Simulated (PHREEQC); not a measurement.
# Brackish or sea water

A made-up water analysis in mg/kgw, 25 °C, pH 6.31: Na 2050; K 3580; Ca 28.5; Mg 77.1; Cl 6900; S(6) as SO4 32.9; Alkalinity as HCO3 3.48; Sr 209; B 22; Br 329.

Valence states are taken as typed.

Model: Pitzer model, pitzer.dat, run in PHREEQC.

The ionic strength comes out as 0.203 mol/kgw and the activity of water comes out as 0.994. The specific conductance is 21200 µS/cm and the density is 1.006 g/cm³. The osmotic coefficient is 0.915 and the charge-balance error comes out as -1.6 %.

| species | molality | activity | log γ |
|---|---|---|---|
| Cl- | 0.195 | 0.139 | -0.145 |
| K+ | 0.0916 | 0.0662 | -0.141 |
| Na+ | 0.0892 | 0.0661 | -0.130 |
| Br- | 0.00412 | 0.00297 | -0.142 |
| Mg+2 | 0.00317 | 0.000987 | -0.507 |
| Sr+2 | 0.00238 | 0.000723 | -0.519 |
| B(OH)3 | 0.00203 | 0.00202 | -0.003 |
| Ca+2 | 0.000711 | 0.000210 | -0.529 |
| SO4-2 | 0.000342 | 7.03e-5 | -0.688 |
| HCO3- | 5.39e-5 | 4.08e-5 | -0.121 |
| CO2 | 4.31e-5 | 4.41e-5 | 0.010 |
| B(OH)4- | 3.61e-6 | 2.36e-6 | -0.185 |
| H+ | 6.26e-7 | 4.90e-7 | -0.106 |
| MgB(OH)4+ | 8.09e-8 | 5.84e-8 | -0.142 |
| CaB(OH)4+ | 3.12e-8 | 2.22e-8 | -0.149 |

This is a speciation only: nothing precipitates in the calculation.
